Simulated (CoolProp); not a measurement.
Vapour-liquid equilibrium of fluoroethane (R161) (1) + R227EA (2) at 0.496 kPa; x and y are mole fractions of (1).

The numbers come from the multi-fluid Helmholtz-energy mixture model, Wu 2012 and Lemmon 2016; pair parameters Bell 2016 in CoolProp.

```csv
x,"bubble temperature, mixture model (°C)","bubble temperature, Raoult's law (°C)","y, mixture model","y, Raoult's law"
0.05,-95.3,-96.9,0.085,0.223
0.2,-97.7,-101.2,0.439,0.595
0.35,-101.4,-104.3,___,0.770
0.5,___,-106.7,___,0.867
0.65,-107.9,-108.5,0.951,0.926
0.8,-109.9,-110.1,0.980,0.965
0.95,-111.4,-111.4,0.996,0.993
```

Problem. What belongs in the gaps?

Solution. 
- 0.35, y, mixture model: 0.736
- 0.5, bubble temperature, mixture model (°C): -105.1
- 0.5, y, mixture model: 0.886

The largest gap from Raoult's law is +3.5 K in bubble temperature, at x = 0.2. No azeotrope shows between x = 0.05 and 0.95.

Pair parameters are fitted to limited data, so mixtures are less certain than the pure fluids.
